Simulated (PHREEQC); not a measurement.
# Polishing slurry liquid

Consider water at 25 °C with 34 mmol/kgw K2CO3, 0.0017 mmol/kgw H4SiO4 and 0.037 mmol/kgw KH2PO4. Closed to the air; pH follows from the charge balance.

All values are PHREEQC results (ion-association model, wateq4f.dat), not measurements.

Each row changes one thing in this solution. No solid was allowed to form.

| case | pH | ionic strength (mol/kgw) | CO3-2 (mol/kgw) | HCO3- (mol/kgw) | HPO4-2 (mol/kgw) | PO4-3 (mol/kgw) | SI of Quartz (SiO2) |
|---|---|---|---|---|---|---|---|
| as made | 11.20 | 0.1000 | 0.0319 | 0.00211 | 2.87e-5 | 6.92e-6 | -3.29 |
| KH2PO4 from 3.7e-05 to 3.33e-05 mol/kgw | 11.20 | 0.1000 | 0.0319 | 0.00211 | 2.58e-5 | 6.23e-6 | -3.29 |
| 0.021 mol/kgw NaHSO4 added | 9.74 | 0.113 | 0.0114 | 0.0210 | 3.47e-5 | 3.08e-7 | -2.10 |
| K2CO3 from 0.034 to 0.0068 mol/kgw | 10.92 | 0.0195 | 0.00580 | 0.00100 | 3.40e-5 | 2.49e-6 | -2.97 |
| KH2PO4 from 3.7e-05 to 3.7e-06 mol/kgw | 11.20 | 0.0999 | 0.0319 | 0.00209 | 2.86e-6 | 6.97e-7 | -3.29 |
| K2CO3 from 0.034 to 0.051 mol/kgw | 11.26 | 0.151 | 0.0485 | 0.00253 | 2.66e-5 | 8.75e-6 | -3.37 |
| KH2PO4 from 3.7e-05 to 1.85e-05 mol/kgw | 11.20 | 0.0999 | 0.0319 | 0.00210 | 1.43e-5 | 3.47e-6 | -3.29 |

H3PO4, which wateq4f.dat lacks, is added to it with the constant of phreeqc.dat.
